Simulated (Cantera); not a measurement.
**Ignition delay**

Mixture: CH₄ : O₂ : N₂ = 1 : 1.43 : 5.37 (molar parts), at 10.0 bar, adiabatic and at constant volume. Ignition delay is the time to a rise of 400 K.

Model: GRI-Mech 3.0 (53 species, 325 reactions), integrated in Cantera.

```
T0 (K)  delay (ms)
------  ----------
1075          28.4
1150          10.1
1225          3.91
1300          1.62
1375         0.710
1450         0.327
1525         0.157
```

apparent activation energy between 1375 and 1525 K: 180 kJ/mol
